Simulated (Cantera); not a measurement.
A perfectly stirred reactor is fed with CH4 : O2 : N2 = 1 : 2.35 : 7.53 (molar parts), equivalence ratio 0.85, at 19.0 bar; it is adiabatic with a 350 K inlet, and is followed from long to short residence time, starting on the burning branch (τ in s: 0.025, 0.01, 0.0044, 0.0019, 0.00079, 0.00033, 0.00014, 6e-05, 2.5e-05).

Cantera simulation using GRI-Mech 3.0 (53 species, 325 reactions); the numbers are that mechanism's predictions, not measurements. The pressure lies above the range GRI-Mech 3.0 was tuned for (to about 10 atm).

x: mole fraction; the columns are a selection and need not sum to one.

| τ (s) | T (K) | x CH4 | x O2 | x OH | x H2O | x CH2 |
|---|---|---|---|---|---|---|
| 0.025 | 2278 | 1.31e-6 | 0.0310 | 0.00273 | 0.182 | ___ |
| 0.010 | 2279 | 3.18e-6 | 0.0315 | 0.00278 | 0.182 | ___ |
| 0.0044 | 2279 | 7.02e-6 | 0.0319 | 0.00284 | 0.182 | ___ |
| 0.0019 | 2276 | 1.55e-5 | 0.0323 | 0.00294 | 0.181 | ___ |
| 0.00079 | 2269 | 3.41e-5 | 0.0328 | 0.00313 | 0.181 | ___ |
| 0.00033 | 2254 | 7.13e-5 | 0.0337 | 0.00343 | 0.180 | ___ |
| 0.00014 | 2229 | 0.000144 | 0.0353 | 0.00382 | 0.179 | ___ |
| 6.0e-5 | 2188 | 0.000295 | 0.0380 | 0.00413 | 0.177 | ___ |
| 2.5e-5 | 2112 | 0.000733 | 0.0437 | 0.00387 | 0.173 | ___ |

**Question.** Some entries are withheld; supply them.

**Answer.** 
- 0.025, x CH2: 2.47e-8
- 0.010, x CH2: 6.15e-8
- 0.0044, x CH2: 1.38e-7
- 0.0019, x CH2: 3.13e-7
- 0.00079, x CH2: 7.17e-7
- 0.00033, x CH2: 1.57e-6
- 0.00014, x CH2: 3.23e-6
- 6.0e-5, x CH2: 6.32e-6
- 2.5e-5, x CH2: 1.22e-5
